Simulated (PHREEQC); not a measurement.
Make-up at 25 °C: 0.098 mol/kgw ZnCl2 and 7.1e-05 mol/kgw NaCl. Closed to the air; pH follows from the charge balance.

Computed with PHREEQC (ion-association model, phreeqc.dat).

Task: The ionic strength comes out as 0.268 mol/kgw. What activity coefficients do ZnCl+, Cl-, ZnCl4-2, ZnCl3-, ZnOH+ get?

Result: ZnCl+ 0.70, Cl- 0.69, ZnCl4-2 0.27, ZnCl3- 0.70, ZnOH+ 0.74.

This is a speciation only: nothing precipitates in the calculation. Complexes and solids missing from the database can't appear.
